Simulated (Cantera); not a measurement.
Cantera run:

```python
import numpy as np
import cantera as ct

gas_names = """
    F FO FO2 F2 F2O H HF HOF HO2 H2 H2F2 H2O H2O2 H3F3 H4F4 H5F5 H6F6 H7F7 Mg MgF MgF2 MgH MgO MgOH
    MgO2H2 Mg2 Mg2F4 O OH O2 O3
""".split()
cond_names = """
    H2O(s) H2O(L) Mg(cr) Mg(L) MgF2(s) MgF2(L) MgO(s) MgO(L) MgO2H2(s)
""".split()


# ... load() reads the species with a 1 bar reference pressure and builds the phases ...
atoms = {
    'MgF2': {'Mg': 1, 'F': 2},
    'O2': {'O': 2},
    'H2': {'H': 2},
}
top_T = {}  # K; cautious upper limits of use, not melting points


# ... equilibrate(T, P, feed) seeds the gas with the atoms and calls Mixture.equilibrate('TP', solver="vcs", rtol=1e-11, max_steps=5000) ...
results = []
feed = {'MgF2': 1, 'O2': 3, 'H2': 2.6}  # mol
T = 2000  # K
for P in [0.1, 1.6, 25, 400, 6300, 100000]:
    mix = equilibrate(T, P, feed)
    results.append((T, P, feed, dict(zip(mix.species_names, mix.species_moles))))

top = {s: max(r[3][s] / sum(r[3][g] for g in gas_names) for r in results) for s in gas_names}
cols = sorted((s for s in top if top[s] > 0.0001), key=lambda s: -top[s])[:7]
seen = [c for c in cond_names if any(r[3].get(c, 0) > 1e-12 for r in results)]
print("log10 of partial pressures in bar; condensed amounts in mol")
print(f"{'P/Pa':>10s}" + "".join(f"{s[:9]:>10s}" for s in cols + seen))
for T, P, feed, n in results:
    ng = sum(n[g] for g in gas_names)
    print(f"{P:10.4g}" + "".join(f"{np.log10(max(n[s] / ng * P / 1e5, 1e-99)):10.3f}" for s in cols)
          + "".join(f"{n.get(c, 0):10.4g}" for c in seen))
```

Output:

```
log10 of partial pressures in bar; condensed amounts in mol
      P/Pa        HF        O2       H2O         O         H        Mg        OH    MgO(s)
       0.1    -6.697    -6.825    -7.622    -6.587    -6.664    -7.001    -7.537         0
       1.6    -5.406    -5.381    -5.614    -5.865    -6.021    -5.726    -6.172         0
        25    -4.062    -4.126    -4.168    -5.238    -5.611    -6.295    -5.135    0.9366
       400    -2.844    -2.903    -2.926    -4.626    -5.296    -6.906    -4.208    0.9565
      6300    -1.644    -1.699    -1.718    -4.024    -4.993    -7.508    -3.303    0.9582
     1e+05    -0.442    -0.496    -0.513    -3.422    -4.691    -8.110    -2.400    0.9585
```

Equilibrium computed with Cantera from the NASA thermochemical tables; the gas is ideal and each condensed phase is pure.
